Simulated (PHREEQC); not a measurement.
A made-up water analysis in mmol/kgw, 20 °C, pH 6.4, pe 0.8: Na 198; K 0.147; Ca 4.65; Mg 24; Cl 195; S(6) 24.1; Alkalinity (meq/kgw) 0.0178; F 0.0787.

Valence states are taken as typed.

All values are PHREEQC results (ion-association model, wateq4f.dat), not measurements.

Precipitation was switched off in this run.

Question: What ionic strength, activity of water does the model give?

Answer: ionic strength 0.273 mol/kgw; activity of water 0.993.

Question: In which forms is Na present?

Answer: Na+ 98 %, NaSO4- 1.9 % of the Na.
